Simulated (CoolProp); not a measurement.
Vapour-liquid equilibrium of R114 (1) + n-pentane (2) at 6.47 bar; x and y are mole fractions of (1).

Values from CoolProp's multi-fluid Helmholtz-energy mixture model, Platzer 1990 and Thol 2019; pair parameters Bell 2016. This equation is an older, rougher fit; its heat capacities, sound speeds and derivatives of the liquid may be far off and weren't checked against measurements.

```tsv
x	bubble temperature, mixture model (K)	bubble temperature, Raoult's law (K)	y, mixture model	y, Raoult's law
0.05	372.4	374.0	0.127	0.112
0.2	361.4	365.9	0.400	0.379
0.35	353.8	359.0	0.571	0.572
0.5	348.4	353.0	0.690	0.717
0.65	344.3	347.7	0.786	0.827
0.8	341.0	343.1	0.874	0.913
0.95	338.3	338.9	0.966	0.981
```

The largest gap from Raoult's law is -5.2 K in bubble temperature, at x = 0.35. No azeotrope shows between x = 0.05 and 0.95.

The pair parameters rest on a limited set of measurements; away from them the model extrapolates.
